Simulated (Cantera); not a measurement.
**Ignition delay**

Mixture: 4.42 % C3H8, 20.1 % O2, 75.5 % N2, at 760 Torr, adiabatic and at constant volume. Ignition delay is the time to a rise of 400 K.

Model: GRI-Mech 3.0 (53 species, 325 reactions), integrated in Cantera. GRI-Mech 3.0 was tuned for natural gas; its chemistry of propane as a main component is partial and can be far from experiment.

```
T0 (K)  delay (ms)
------  ----------
1248          2.27
1298         0.938
1348         0.429
1398         0.216
1448         0.119
1498        0.0713
1548        0.0458
1598        0.0313
1648        0.0226
```

apparent activation energy between 1548 and 1648 K: 150 kJ/mol
